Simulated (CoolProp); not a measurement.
Saturation properties of dimethyl carbonate (Tc = 557.0 K, pc = 4.909 MPa, ω = 0.346).

Model: reference Helmholtz-energy equation of state, Zhou 2011, in CoolProp.

```json
[
 {"T (K)": "297.8", "p (MPa)": "0.007136", "liquid density (kg/m³)": "1064", "vapour density (kg/m³)": "0.2606", "surface tension (mN/m)": "28.5"},
 {"T (K)": "315.6", "p (MPa)": "0.01676", "liquid density (kg/m³)": "1040", "vapour density (kg/m³)": "0.5797", "surface tension (mN/m)": "25.8"},
 {"T (K)": "333.4", "p (MPa)": "0.03529", "liquid density (kg/m³)": "1016", "vapour density (kg/m³)": "1.162", "surface tension (mN/m)": "23.2"},
 {"T (K)": "351.1", "p (MPa)": "0.06769", "liquid density (kg/m³)": "991.2", "vapour density (kg/m³)": "?", "surface tension (mN/m)": "20.7"},
 {"T (K)": "368.9", "p (MPa)": "0.1209", "liquid density (kg/m³)": "965.9", "vapour density (kg/m³)": "3.672", "surface tension (mN/m)": "18.2"},
 {"T (K)": "386.7", "p (MPa)": "0.2028", "liquid density (kg/m³)": "939.8", "vapour density (kg/m³)": "5.968", "surface tension (mN/m)": "?"},
 {"T (K)": "404.4", "p (MPa)": "?", "liquid density (kg/m³)": "912.8", "vapour density (kg/m³)": "9.243", "surface tension (mN/m)": "13.6"},
 {"T (K)": "422.2", "p (MPa)": "?", "liquid density (kg/m³)": "884.5", "vapour density (kg/m³)": "13.82", "surface tension (mN/m)": "11.5"},
 {"T (K)": "440", "p (MPa)": "?", "liquid density (kg/m³)": "854.7", "vapour density (kg/m³)": "20.07", "surface tension (mN/m)": "9.43"}
]
```

**Question.** Some entries are withheld; supply them.

**Answer.** 
- 351.1, vapour density (kg/m³): 2.135
- 386.7, surface tension (mN/m): 15.9
- 404.4, p (MPa): 0.3218
- 422.2, p (MPa): 0.4897
- 440, p (MPa): 0.7174

It boils at 363.3 K under 1 atm.

Surface tension comes from a separate correlation (Mulero 2014).
